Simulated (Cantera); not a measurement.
Input: 1 mol CH₃OH, 0.077 mol CO₂, equilibrated at 0.00130 bar.

Cantera equilibrium calculation (NASA polynomials, part measured and part estimated; ideal gas, pure solids and liquids). Candidate condensed phases: C, C₆H₆, C₇H₈, C₈H₁₈, H₂O; 131 gas species. Ions and electrons are included (thermal ionisation). Kinetics and transport are ignored.

x: gas mole fraction; nothing condenses.

```csv
T (K),x H,x H₂,x CO,x O,x C,x H₂O
2500,0.389,0.312,0.279,0.00263,2.85e-11,0.0124
2750,0.637,0.113,0.234,0.0109,6.87e-10,0.00201
3000,0.741,0.0286,0.215,0.0142,2.63e-8,0.000104
3250,0.767,0.00742,0.211,0.0148,7.30e-7,5.85e-6
3500,0.773,…,0.209,0.0149,…,…
3750,0.775,0.000777,0.209,0.0151,0.000161,5.07e-8
4000,0.775,…,0.207,0.0163,…,…
4250,0.771,0.000134,0.201,0.0217,0.00685,1.84e-9
4500,0.759,6.27e-5,0.183,0.0360,0.0213,6.40e-10
4750,0.739,3.09e-5,0.151,0.0624,0.0480,2.66e-10
5000,0.709,1.58e-5,0.105,0.0995,0.0854,1.14e-10
```

Question: Some entries are withheld; supply them.

Answer: 
- 3500, x H₂: 0.00223
- 3500, x C: 1.31e-5
- 3500, x H₂O: 4.62e-7
- 4000, x H₂: 0.000307
- 4000, x C: 0.00134
- 4000, x H₂O: 7.78e-9
